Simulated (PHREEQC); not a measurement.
A solution holds 0.8 mol MgSO4 and 1.7 mol NaCl per kg of water, at 25 °C. Closed to the air; pH follows from the charge balance.

Computed with PHREEQC (Pitzer model, pitzer.dat).

Problem. The ionic strength comes out as 4.90 mol/kgw. What activity coefficients do MgOH+, HSO4-, Na+, Mg+2, SO4-2 get?

Solution. MgOH+ 0.56, HSO4- 0.60, Na+ 0.83, Mg+2 0.39, SO4-2 0.015. Single-ion values are on the MacInnes scale.

No solid was allowed to form. Species that the database lacks are ignored.
